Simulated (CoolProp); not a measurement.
Properties of acetone along the isotherm 240.85 °C (Tc = 235.0 °C, pc = 4.692 MPa, ω = 0.307).

Model: reference Helmholtz-energy equation of state, Lemmon 2006, in CoolProp. It is a short technical equation, of lower accuracy than the large ones.

```csv
p (MPa),phase,density (kg/m³),cp (kJ/(kg K)),cv (kJ/(kg K)),Joule-Thomson coefficient (K/MPa),isothermal compressibility (1/MPa)
0.148,gas,2.036,1.918,1.765,11.11,6.839
0.338,gas,4.724,1.941,1.776,11.23,3.044
0.769,gas,11.17,1.999,1.801,11.52,1.392
1.75,gas,28.06,2.178,1.867,12.29,0.6837
3.98,gas,92.02,3.474,2.102,14.94,0.5143
9.06,supercritical,479.5,3.238,2.037,1.156,0.02637
20.6,supercritical,557.8,2.734,1.991,0.1779,0.007588
46.9,supercritical,629.8,2.545,1.985,-0.1605,0.003045
```
